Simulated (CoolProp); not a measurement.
n-nonane along the isotherm 600 K: Z from the reference equation and from simpler models built on Tc = 594.5 K, pc = 22.82 bar, ω = 0.443; each cubic takes its own stable root.

Computed with CoolProp (reference Helmholtz-energy equation of state, Lemmon 2006). It is a short technical equation, of lower accuracy than the large ones.

```csv
p (bar),phase,reference,Soave-Redlich-Kwong,Peng-Robinson
7.13,gas,0.8847,0.8895,0.8780
14.3,gas,0.7388,0.7549,0.7334
21.4,gas,0.5188,0.5594,…
28.5,supercritical,0.2110,0.2808,0.2555
35.7,supercritical,0.2387,0.3062,0.2769
42.8,supercritical,0.2725,0.3417,0.3082
49.9,supercritical,0.3074,…,0.3414
57,supercritical,0.3424,0.4166,…
64.2,supercritical,0.3778,0.4547,…
71.3,supercritical,0.4124,0.4919,…
78.4,supercritical,0.4468,0.5289,0.4755
85.6,supercritical,0.4814,0.5659,0.5087
92.7,supercritical,0.5152,0.6021,0.5412
99.8,supercritical,0.5488,…,0.5734
107,supercritical,0.5826,0.6740,0.6058
114,supercritical,0.6152,0.7087,0.6370
```

Q: Complete the blanks.

A: 
- 21.4, Peng-Robinson: 0.5310
- 49.9, Soave-Redlich-Kwong: 0.3790
- 57, Peng-Robinson: 0.3750
- 64.2, Peng-Robinson: 0.4091
- 71.3, Peng-Robinson: 0.4424
- 99.8, Soave-Redlich-Kwong: 0.6380
